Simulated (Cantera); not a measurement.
**Hydrocarbon pyrolysis for carbon deposition**

An isothermal, constant-pressure homogeneous reactor starts with C2H6 : N2 = 1 : 130 (molar parts), at 1825 K and 340 Pa.

Cantera simulation using GRI-Mech 3.0 (53 species, 325 reactions); the numbers are that mechanism's predictions, not measurements. GRI-Mech 3.0 stops at C3 and has no aromatics, soot or wall deposition, so with more carbon than oxygen in the feed, carbon stays in small species such as C2H2 where larger ones or solid carbon would form. Radical loss at walls, strong at low pressure, is not modelled.

```csv
t (s),x C2H6,x CH3,x CH2,x H2,x C2H,x HCN
8.00e-5,0.00714,0.000980,4.85e-8,1.57e-7,<1e-12,<1e-12
0.000176,0.00658,0.00206,4.91e-7,1.56e-6,<1e-12,9.31e-12
0.000385,0.00549,0.00405,4.46e-6,2.19e-5,1.51e-12,7.81e-10
0.000846,0.00353,0.00684,2.88e-5,0.000286,2.31e-9,1.70e-7
0.00186,0.000973,0.00794,7.03e-5,0.00202,8.13e-7,6.04e-6
0.00408,3.27e-5,0.00428,6.59e-5,0.00650,6.15e-6,3.11e-5
0.00894,7.12e-7,0.00140,3.40e-5,0.0108,5.53e-6,6.18e-5
0.0196,1.04e-7,0.000533,1.55e-5,0.0130,3.76e-6,8.38e-5
0.0431,2.68e-8,0.000262,7.44e-6,0.0139,2.68e-6,9.96e-5
0.0946,8.39e-9,0.000143,3.72e-6,0.0143,2.07e-6,0.000113
0.208,2.75e-9,8.03e-5,1.91e-6,0.0145,1.71e-6,0.000124
0.456,8.85e-10,4.50e-5,9.92e-7,0.0147,1.50e-6,0.000135
1.00,2.58e-10,2.41e-5,5.12e-7,0.0148,1.40e-6,0.000147
```
x: mole fraction; the columns are a selection and need not sum to one.

Equilibrium at this temperature and pressure: C2H6 <1e-12, CH3 8.28e-9, CH2 5.99e-10, H2 0.0146, C2H 3.16e-7, HCN 0.0140 (gas phase only).
